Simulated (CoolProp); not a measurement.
Vapour-liquid equilibrium of ethane (1) + propane (2) at 165 kPa; x and y are mole fractions of (1).

Model: multi-fluid Helmholtz-energy mixture model, Bücker 2006 and Lemmon 2009; pair parameters Kunz 2012, in CoolProp.

```tsv
x	bubble temperature, mixture model (K)	bubble temperature, Raoult's law (K)	y, mixture model	y, Raoult's law
0.05	237.1	236.5	0.234	0.262
0.15	228.0	226.8	0.530	0.570
0.25	220.9	219.5	0.698	0.732
0.35	215.3	213.8	0.801	0.826
0.45	210.6	209.3	0.868	0.884
0.55	?	205.5	0.913	0.924
0.65	?	202.4	0.945	0.951
0.75	200.1	199.6	0.968	0.970
0.85	197.5	197.2	0.984	0.985
0.95	195.2	195.1	?	0.996
```

### Question
Some entries are withheld; supply them.

### Answer

- 0.55, bubble temperature, mixture model (K): 206.6
- 0.65, bubble temperature, mixture model (K): 203.1
- 0.95, y, mixture model: 0.995

The largest gap from Raoult's law is +1.5 K in bubble temperature, at x = 0.35. No azeotrope shows between x = 0.05 and 0.95.

Pair parameters are fitted to limited data, so mixtures are less certain than the pure fluids.
